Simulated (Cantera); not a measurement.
## Reactions in the system H-N-O-P

Standard-state values (1 bar) from the NASA 1993 polynomials, evaluated with Cantera. Values are per mole of reaction as written; species without (g) are pure solids or liquids, kept so even where they would boil at 1 bar.

2 O(g) + P2(g) + 2 NH3(g) ⇌ 2 PH3(g) + 2 NO(g)

```json
[
 {"T (K)": "300", "ΔH° (kJ)": "-356.8", "ΔS° (J/K)": "-83.8", "ΔG° (kJ)": "-331.6", "log10 K": "57.74"},
 {"T (K)": "1348", "ΔH° (kJ)": "-356.7", "ΔS° (J/K)": "-87.9", "ΔG° (kJ)": "-238.3", "log10 K": "9.23"},
 {"T (K)": "1423", "ΔH° (kJ)": "-356.2", "ΔS° (J/K)": "-87.5", "ΔG° (kJ)": "-231.7", "log10 K": "8.50"},
 {"T (K)": "1498", "ΔH° (kJ)": "-355.8", "ΔS° (J/K)": "-87.2", "ΔG° (kJ)": "-225.1", "log10 K": "7.85"},
 {"T (K)": "1573", "ΔH° (kJ)": "-355.3", "ΔS° (J/K)": "-86.9", "ΔG° (kJ)": "-218.6", "log10 K": "7.26"},
 {"T (K)": "1648", "ΔH° (kJ)": "-354.9", "ΔS° (J/K)": "-86.7", "ΔG° (kJ)": "-212.1", "log10 K": "6.72"},
 {"T (K)": "1723", "ΔH° (kJ)": "-354.5", "ΔS° (J/K)": "-86.4", "ΔG° (kJ)": "-205.6", "log10 K": "6.23"},
 {"T (K)": "1798", "ΔH° (kJ)": "-354.1", "ΔS° (J/K)": "-86.2", "ΔG° (kJ)": "-199.1", "log10 K": "5.78"}
]
```
